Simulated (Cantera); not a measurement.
An adiabatic, constant-pressure homogeneous reactor starts with 3.94 % CH₄, 0.158 % C₂H₆, 0.631 % C₃H₈, 20.0 % O₂, 75.3 % N₂, equivalence ratio 0.58, at 1650 K and 0.300 bar.

Cantera simulation using GRI-Mech 3.0 (53 species, 325 reactions); the numbers are that mechanism's predictions, not measurements. GRI-Mech 3.0 was tuned for natural gas; its chemistry of propane as a main component is partial and can be far from experiment.

Predict: time of steepest temperature rise; temperature at 1.00 s; equilibrium temperature; x(H₂) at 1.00 s.


```
Property                                                             Value
---------------------------------  ---------------------------------------
time of steepest temperature rise                                 0.120 ms
temperature at 1.00 s                                               2527 K
equilibrium temperature                                             2527 K
x(H₂) at 1.00 s                    0.00416 (gas-phase equilibrium 0.00416)
```
